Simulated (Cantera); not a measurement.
Cantera run:

```python
import numpy as np
import cantera as ct

gas_names = """
    CL CL2 H HCL H2 N NH NH2 NH3 N2 N2H2 N2H4 Si SiCL SiCL2 SiCL3 SiCL4 SiH SiHCL3 SiH2 SiH2CL2 SiH3
    SiH3CL SiH4 SiN Si2 Si2N Si3
""".split()
cond_names = """
    NH4CL(a) NH4CL(b) Si(cr) Si(L) Si3N4(a)
""".split()


# ... load() reads the species with a 1 bar reference pressure and builds the phases ...
atoms = {
    'SiCl4': {'Si': 1, 'CL': 4},
    'NH3': {'N': 1, 'H': 3},
    'N2': {'N': 2},
}
top_T = {'Si3N4(a)': 2400}  # K; cautious upper limits of use, not melting points


# ... equilibrate(T, P, feed) seeds the gas with the atoms and calls Mixture.equilibrate('TP', solver="vcs", rtol=1e-11, max_steps=5000) ...
results = []
T = 1850  # K
P = 5.2  # Pa
for m in [5, 6.8, 9.1, 12, 17, 22, 30, 41]:
    feed = {'SiCl4': 1, 'NH3': m, 'N2': 1.8}  # mol
    mix = equilibrate(T, P, feed)
    results.append((T, P, feed, dict(zip(mix.species_names, mix.species_moles))))

top = {s: max(r[3][s] / sum(r[3][g] for g in gas_names) for r in results) for s in gas_names}
cols = sorted((s for s in top if top[s] > 0.001), key=lambda s: -top[s])[:8]
seen = [c for c in cond_names if any(r[3].get(c, 0) > 1e-12 for r in results)]
print("log10 of partial pressures in bar; condensed amounts in mol")
print(f"{'n(NH3)':>10s}" + "".join(f"{s[:9]:>10s}" for s in cols + seen))
for T, P, feed, n in results:
    ng = sum(n[g] for g in gas_names)
    print(f"{feed['NH3']:10.4g}" + "".join(f"{np.log10(max(n[s] / ng * P / 1e5, 1e-99)):10.3f}" for s in cols)
          + "".join(f"{n.get(c, 0):10.4g}" for c in seen))
```

Output:

```
log10 of partial pressures in bar; condensed amounts in mol
    n(NH3)        H2        N2       HCL         H     SiCL2        Si        CL      SiCL
         5    -4.679    -4.816    -5.047    -5.608    -5.670    -5.906    -6.095    -6.801
       6.8    -4.627    -4.834    -5.115    -5.582    -5.850    -5.898    -6.189    -6.888
       9.1    -4.588    -4.849    -5.187    -5.563    -6.048    -5.913    -6.281    -6.994
        12    -4.558    -4.860    -5.261    -5.547    -6.260    -5.946    -6.371    -7.117
        17    -4.528    -4.871    -5.366    -5.532    -6.565    -6.011    -6.490    -7.302
        22    -4.510    -4.878    -5.451    -5.524    -6.816    -6.076    -6.584    -7.459
        30    -4.493    -4.883    -5.560    -5.515    -7.145    -6.168    -6.702    -7.670
        41    -4.480    -4.888    -5.678    -5.509    -7.499    -6.274    -6.826    -7.900
```

These are equilibrium values from Cantera (NASA tables, ideal gas, pure condensed phases), not measurements of a reactor. The tables' values for SiCl, SiN, SiCl3 are old estimates; treat these amounts as uncertain.
